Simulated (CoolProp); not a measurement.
A single-stage vapour-compression cycle with the fluid: evaporating at 260.15 K (dew point), condensing at 282.15 K (bubble point), superheat 2 K, subcooling 5 K, compressor efficiency 0.65, no pressure losses. The same conditions are run with several fluids, on thermodynamics alone (safety and materials aside).

Model: reference Helmholtz-energy equation of state of each fluid (R236EA: Rui 2013; hydrogen sulfide: Lemmon 2006; nitrous oxide: Lemmon 2006; CH3F (R41): Lemmon 2006; trans-2-butene: Lemmon 2005; n-pentane: Thol 2019), in CoolProp.

| fluid | cooling COP | pressure ratio | discharge temperature (K) | refrigerating effect (kJ/kg) | volumetric capacity (kJ/m³) |
|---|---|---|---|---|---|
| R236EA | [?] | 2.63 | 289.9 | [?] | 480 |
| hydrogen sulfide | 7.05 | 1.93 | 328.6 | [?] | [?] |
| nitrous oxide | [?] | 1.77 | [?] | 229 | 13000 |
| CH3F (R41) | 6.61 | 1.83 | 312.3 | 330 | 9220 |
| trans-2-butene | 7.37 | 2.37 | 298.5 | 383 | 586 |
| n-pentane | 7.39 | 2.78 | [?] | 360 | 157 |

Q: Some entries are withheld; supply them.

A: 
- R236EA, cooling COP: 7.30
- R236EA, refrigerating effect (kJ/kg): 155
- hydrogen sulfide, refrigerating effect (kJ/kg): 451
- hydrogen sulfide, volumetric capacity (kJ/m³): 5320
- nitrous oxide, cooling COP: 6.35
- nitrous oxide, discharge temperature (K): 311.2
- n-pentane, discharge temperature (K): 293.7
